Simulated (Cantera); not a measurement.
Charge: 1 mol TiC, 0.06 mol C, 0.084 mol H2, held at 3.80 Pa.

These are equilibrium values from Cantera (NASA tables, ideal gas, pure condensed phases), not measurements of a reactor. Candidate condensed phases: C, C6H6, C7H8, C8H18, Ti, TiC; 77 gas species. TiC: taken at fixed stoichiometry. Kinetics and transport are ignored.

**Question.** What share of the Ti ends up in condensed phases as a function of T (K), at 2500, 2525, 2550, 2575, 2600, 2625, 2650, 2675, 2700, 2725, 2750?

**Answer.** 
```csv
T (K),Ti condensed (%),as
2500,99.2,TiC(s)
2525,98.9,TiC(s)
2550,98.5,TiC(s)
2575,97.8,TiC(s)
2600,96.9,TiC(s)
2625,95.4,TiC(s)
2650,92.7,TiC(s)
2675,87.1,TiC(s)
2700,70.7,TiC(s)
2725,0.0,-
2750,0.0,-
```
